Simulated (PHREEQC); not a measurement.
Make-up at 25 °C: 130 mmol/kgw KF and 6 mmol/kgw Na2HPO4. Closed to the air; pH follows from the charge balance.

All values are PHREEQC results (ion-association model, wateq4f.dat), not measurements.

**Question.** The ionic strength comes out as 0.147 mol/kgw. What activity coefficients do HPO4-2, K+, PO4-3, Na+, F- get?

**Answer.** HPO4-2 0.33, K+ 0.74, PO4-3 0.083, Na+ 0.76, F- 0.73.

No solid was allowed to form. H3PO4, which wateq4f.dat lacks, is added to it with the constant of phreeqc.dat.
